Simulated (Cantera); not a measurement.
Input (Python, Cantera) and output of one run.

```python
import numpy as np
import cantera as ct

gas_names = """
    CL CL2 H HCL H2 Si SiCL SiCL2 SiCL3 SiCL4 SiH SiHCL3 SiH2 SiH2CL2 SiH3 SiH3CL SiH4 Si2 Si3
""".split()
cond_names = """
    Si(cr) Si(L)
""".split()


def load(file, names, dense=False):
    # The tables refer to 1 bar. Condensed volumes are neglected.
    table = {s.name: s for s in ct.Species.list_from_file(file)}
    out = []
    for n in names:
        d = dict(table[n].input_data)
        d["thermo"] = dict(d["thermo"], **{"reference-pressure": 1e5})
        if dense:
            d["equation-of-state"] = {"model": "constant-volume", "density": "1e6 g/cm^3"}
        out.append(ct.Species.from_dict(d))
    return out


gas = ct.Solution(thermo="ideal-gas", species=load("nasa_gas.yaml", gas_names))
cond = {s.name: ct.Solution(thermo="fixed-stoichiometry", species=[s], name=s.name)
        for s in load("nasa_condensed.yaml", cond_names, dense=True)}
atoms = {
    'SiH2Cl2': {'Si': 1, 'H': 2, 'CL': 2},
    'Cl2': {'CL': 2},
    'H2': {'H': 2},
    'HCl': {'H': 1, 'CL': 1},
}
top_T = {}  # K; cautious upper limits of use, not melting points


def equilibrate(T, P, feed):
    n = {}
    for name, mol in feed.items():
        for a, k in atoms[name].items():
            n[a] = n.get(a, 0.0) + k * mol
    gas.TPX = T, P, n
    mass = sum(n.values()) * gas.mean_molecular_weight
    gas.equilibrate("TP")
    valid = [c for c in cond.values() if c.min_temp <= T <= top_T.get(c.name, c.max_temp)]
    mix = ct.Mixture([(gas, mass / gas.mean_molecular_weight)] + [(c, 0.0) for c in valid])
    mix.T, mix.P = T, P
    mix.equilibrate("TP", solver="vcs", rtol=1e-11, max_steps=5000)
    return mix


results = []
feed = {'SiH2Cl2': 1, 'Cl2': 0.018, 'H2': 110, 'HCl': 0.021}  # mol
T = 1823  # K
P = 101325  # Pa
mix = equilibrate(T, P, feed)
results.append((T, P, feed, dict(zip(mix.species_names, mix.species_moles))))
x = sorted(zip(gas.X, gas.species_names), reverse=True)
print(f"T = {T:g} K  P = {P:g} Pa  gas = {mix.phase_moles(0):.4g} mol")
print("   x: " + "  ".join(f"{s} {v:.3e}" for v, s in x if v > 0.0001))
print("   condensed (mol): " + ("  ".join(f"{mix.phase(i).name} {mix.phase_moles(i):.4g}"
      for i in range(1, mix.n_phases) if mix.phase_moles(i) > 1e-12) or "none"))
```

It prints:

```
T = 1823 K  P = 101325 Pa  gas = 112.1 mol
   x: H2 9.820e-01  HCL 1.662e-02  SiCL2 8.431e-04  H 4.265e-04
   condensed (mol): Si(L) 0.8983
```

Cantera equilibrium calculation (NASA polynomials, part measured and part estimated; ideal gas, pure solids and liquids). Gases not in the tables: Si2H6 and higher silanes.
